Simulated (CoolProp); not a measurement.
Hydrogen chloride along the isotherm 165.1 K: fugacity coefficient from the reference equation and from simpler models built on Tc = 324.7 K, pc = 83.14 bar, ω = 0.130; each cubic takes its own stable root.

Computed with CoolProp (reference Helmholtz-energy equation of state, Thol 2018).

| p (bar) | phase | reference | van der Waals | Redlich-Kwong | Soave-Redlich-Kwong |
|---|---|---|---|---|---|
| 2.63 | liquid | ? | 0.9415 | 0.08989 | ? |
| 4.44 | liquid | 0.05014 | ? | ? | 0.04566 |
| 7.49 | liquid | 0.02992 | 0.3365 | 0.03194 | 0.02727 |
| 12.6 | liquid | 0.01798 | ? | ? | 0.01641 |
| 21.3 | liquid | 0.01084 | 0.1244 | 0.01162 | ? |
| 36 | liquid | ? | 0.07760 | 0.007123 | 0.006081 |

Q: Some entries are withheld; supply them.

A: 
- 2.63, reference: 0.08432
- 2.63, Soave-Redlich-Kwong: 0.07675
- 4.44, van der Waals: 0.5614
- 4.44, Redlich-Kwong: 0.05348
- 12.6, van der Waals: 0.2037
- 12.6, Redlich-Kwong: 0.01922
- 21.3, Soave-Redlich-Kwong: 0.009917
- 36, reference: 0.006615
